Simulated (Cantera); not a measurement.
Charge: 1 mol Fe2O3, 13 mol CO, 12 mol N2, held at 1450 K and 36.0 mbar.

Cantera equilibrium calculation (NASA polynomials, part measured and part estimated; ideal gas, pure solids and liquids). Candidate condensed phases: C, Fe, Fe(CO)5, FeO, Fe2O3, Fe3O4; 27 gas species. Mutual solubility and eutectic melting of coexisting phases are not modelled. The tables' stoichiometric FeO is somewhat more stable than real wüstite, so its field is too wide. FeO: taken at fixed stoichiometry. Rates play no part.

Base state: N2 0.480, CO 0.446, CO2 0.0744 (mole fractions); condensed: Fe(γ) + FeO(s).

Question: What changes in the equilibrium state with this change: temperature from 1450 K to 1773 K?

Answer: 
```csv
species,before,after
N2,0.480,0.480
CO,0.446,0.463
CO2,0.0744,0.0572
Fe,1.39e-6,0.000549
"Fe(γ), mol",0.861,0
"FeO(s), mol",1.14,0
"Fe(δ), mol",0,0.417
"FeO(l), mol",0,1.57
```

Question: What changes in the equilibrium state with this change: temperature from 1450 K to 2300 K?

Answer: 
```json
[
 {"species": "N2", "before": "0.480", "after": "0.448"},
 {"species": "CO", "before": "0.446", "after": "0.387"},
 {"species": "CO2", "before": "0.0744", "after": "0.0987"},
 {"species": "Fe", "before": "1.39e-6", "after": "0.0626"},
 {"species": "FeO", "before": "1.76e-9", "after": "0.00333"},
 {"species": "O", "before": "<1e-9", "after": "0.000409"},
 {"species": "O2", "before": "<1e-9", "after": "0.000245"},
 {"species": "Fe(γ), mol", "before": "0.861", "after": "0"},
 {"species": "FeO(s), mol", "before": "1.14", "after": "0"},
 {"species": "FeO(l), mol", "before": "0", "after": "0.233"}
]
```

Question: What changes in the equilibrium state with this change: temperature from 1450 K to 1773.15 K?

Answer: 
| species | before | after |
|---|---|---|
| N2 | 0.480 | 0.480 |
| CO | 0.446 | 0.463 |
| CO2 | 0.0744 | 0.0572 |
| Fe | 1.39e-6 | 0.000551 |
| Fe(γ), mol | 0.861 | 0 |
| FeO(s), mol | 1.14 | 0 |
| Fe(δ), mol | 0 | 0.416 |
| FeO(l), mol | 0 | 1.57 |
